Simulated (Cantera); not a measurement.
Feed: 1 mol SiCl4, 0.25 mol HCl, a varied amount of N2, at 1000 K and 10.0 mbar.

Cantera equilibrium calculation (NASA polynomials, part measured and part estimated; ideal gas, pure solids and liquids). Candidate condensed phases: NH4Cl, Si, Si3N4; 28 gas species. Equilibrium is a limit: real reactors are often held back by kinetics, nucleation or transport.

Task: At 150 mol N2, list the 3 most abundant gas species with their mole fractions, and the condensed phases.

Result: N2 0.992, SiCl4 0.00661, HCl 0.00165. Condensed: gas only.
